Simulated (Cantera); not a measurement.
Input: 1 mol SiH2Cl2, 0.054 mol Cl2, 110 mol H2, held at 552 °C and 10000 Pa.

Method: chemical equilibrium by Gibbs-energy minimisation in Cantera with the NASA 1993 tables (ideal gas, pure condensed phases). Candidate condensed phases: Si; 19 gas species. Equilibrium is a limit: real reactors are often held back by kinetics, nucleation or transport.

Base state: H2 0.994, SiCl4 0.00259, SiHCl3 0.00225, HCl 0.00141, SiH2Cl2 0.000166 (mole fractions); condensed: Si(s).

### Question
What changes in the equilibrium state with this change: temperature from 552 °C to 802 °C?

### Answer
| species | before | after |
|---|---|---|
| H2 | 0.994 | 0.986 |
| HCl | 0.00141 | 0.0117 |
| SiHCl3 | 0.00225 | 0.000885 |
| SiCl4 | 0.00259 | 0.000845 |
| SiCl2 | 2.22e-6 | 0.000271 |
| SiCl3 | 8.08e-6 | 0.000120 |
| SiH2Cl2 | 0.000166 | 0.000109 |
| Si(s), mol | 0.440 | 0.750 |
The tables' values for SiCl3 are old estimates; treat these amounts as uncertain.
